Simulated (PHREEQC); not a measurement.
Na2CO3 is added in steps, without added water, to 1 kg of water holding 0.1 mol CdSO4, 5.2e-05 mol KCl and 0.0097 mol HCl, at 25 °C. Oxygen is held at 0.21 atm. CO2 from the air is kept out. Solids allowed: Cd(OH)2, Otavite, CdOHCl, Halite, Mirabilite, Nahcolite, Natron. Others were left out.

Base run: PHREEQC, ion-association model, wateq4f.dat. Each further column changes one thing. The table gives pH.

| Na2CO3 added (mol) | base | metal-ligand complexes left out | Davies equation for every ion | all activity coefficients set to 1 | Debye-Hückel limiting law |
|---|---|---|---|---|---|
| 0 | 2.42 | 2.65 | 2.43 | 2.35 | 2.48 |
| 0.01312 | 4.41 | 4.23 | 4.41 | 4.38 | 4.61 |
| 0.02187 | 4.44 | 4.25 | 4.44 | 4.44 | 4.63 |
| 0.035 | 4.49 | 4.29 | 4.50 | 4.52 | 4.66 |
| 0.04813 | 4.56 | 4.33 | 4.56 | 4.62 | 4.70 |
| 0.05688 | 4.61 | 4.37 | 4.62 | 4.68 | 4.74 |
| 0.07 | 4.70 | 4.44 | 4.71 | 4.80 | 4.81 |
| 0.08313 | 4.82 | 4.54 | 4.84 | 4.94 | 4.91 |
| 0.09187 | 4.95 | 4.65 | 4.96 | 5.08 | 5.02 |
| 0.105 | 5.69 | 5.49 | 5.70 | 5.83 | 5.70 |
| 0.1181 | 9.55 | 9.82 | 9.56 | 9.66 | 9.29 |
| 0.1269 | 9.84 | 10.12 | 9.85 | 9.96 | 9.57 |
| 0.14 | 10.07 | 10.35 | 10.08 | 10.18 | 9.78 |

The database's cadmium carbonate complexes are estimates of doubtful size.
